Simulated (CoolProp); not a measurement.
Computed with CoolProp (reference Helmholtz-energy equation of state, Guder 2009).

Q: For sulfur hexafluoride, give the phase and the cp (kJ/(kg K)), viscosity (µPa s), Prandtl number at 182.45 °C and 46.9 bar; 203.55 °C and 46.9 bar; 224.75 °C and 46.9 bar.

A: 
- 182.45 °C and 46.9 bar: supercritical; cp 0.918, viscosity 25.1, Prandtl number 0.796
- 203.55 °C and 46.9 bar: supercritical; cp 0.922, viscosity 25.6, Prandtl number 0.779
- 224.75 °C and 46.9 bar: supercritical; cp 0.928, viscosity 26.3, Prandtl number 0.762

Viscosity comes from a separate model (Quiñones-Cisneros 2012). Thermal conductivity comes from a separate model (Assael 2012).
